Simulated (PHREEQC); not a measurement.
**Buffer (model solution)**

Solution (25 °C): 0.0031 mol/kgw NaHCO3, 0.013 mol/kgw Na2CO3 and 0.00013 mol/kgw KCl. Closed to the air; pH follows from the charge balance.

Model: Pitzer model, pitzer.dat, run in PHREEQC.

Precipitation was switched off in this run.

Q: What pH, specific conductance, osmotic coefficient does the model give?

A: pH 10.60; specific conductance 2900 µS/cm; osmotic coefficient 0.901.

Q: In which forms is C present?

A: CO3-2 78 %, HCO3- 22 % of the C.
